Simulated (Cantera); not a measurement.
# Nitride etching: BN + O2 + H2

Charge: 1 mol BN, 0.74 mol O2, 1.8 mol H2, equilibrated at 18.0 mbar.

These are equilibrium values from Cantera (NASA tables, ideal gas, pure condensed phases), not measurements of a reactor. Candidate condensed phases: B, BN, B2O3, B3O3H3, H2O; 39 gas species. Mutual solubility and eutectic melting of coexisting phases are not modelled. Equilibrium is a limit: real reactors are often held back by kinetics, nucleation or transport.

From 1000 K to 1600 K the condensed part is BN(s) + B2O3(l). The main B-bearing gas is HBO2 at 1000 K and B2O3 at 1600 K.

| T (K) | x H2 | x N2 | x HBO2 | x HBO | n BN(s) | n B2O3(l) |
|---|---|---|---|---|---|---|
| 1000 | 0.784 | 0.215 | 6.75e-6 | 2.24e-8 | 0.0152 | 0.492 |
| 1100 | 0.784 | 0.215 | 4.40e-5 | 5.48e-7 | 0.0151 | 0.492 |
| 1200 | 0.784 | 0.215 | 0.000205 | 7.76e-6 | 0.0152 | 0.492 |
| 1300 | 0.783 | 0.215 | 0.000742 | 7.22e-5 | 0.0154 | 0.491 |
| 1400 | 0.782 | 0.214 | 0.00220 | 0.000484 | 0.0162 | 0.489 |
| 1500 | 0.776 | 0.213 | 0.00556 | 0.00249 | 0.0170 | 0.479 |
| 1600 | 0.757 | 0.210 | 0.0123 | 0.0103 | 0.0149 | 0.445 |
x: gas mole fraction; n: condensed amount in mol.
